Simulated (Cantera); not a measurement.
## Hg + H2 + N2 (iron carbonyl, mercury and lead vapours)

Charge: 1 mol Hg, 3.1 mol H2, 3.1 mol N2.

Method: chemical equilibrium by Gibbs-energy minimisation in Cantera with the NASA 1993 tables (ideal gas, pure condensed phases). Candidate condensed phases: Hg; 10 gas species. Equilibrium is a limit: real reactors are often held back by kinetics, nucleation or transport.

Stable condensed phases:

```
T in K \ P in Pa
              10      42     180     750    3200   13000   56000  240000 1000000
   1525        A       A       A       A       A       A       A       A       A
   1450        A       A       A       A       A       A       A       A       A
   1375        A       A       A       A       A       A       A       A       A
   1300        A       A       A       A       A       A       A       A       A
   1225        A       A       A       A       A       A       A       A       A
   1150        A       A       A       A       A       A       A       A       A
   1075        A       A       A       A       A       A       A       A       A
   1000        A       A       A       A       A       A       A       A       A
    925        A       A       A       A       A       A       A       A       A
    850        A       A       A       A       A       A       A       A       A
    775        A       A       A       A       A       A       A       A       A
    700        A       A       A       A       A       A       A       A       A
    625        A       A       A       A       A       A       A       A       B
    550        A       A       A       A       A       A       A       B       B
```

A: gas only; B: Hg.
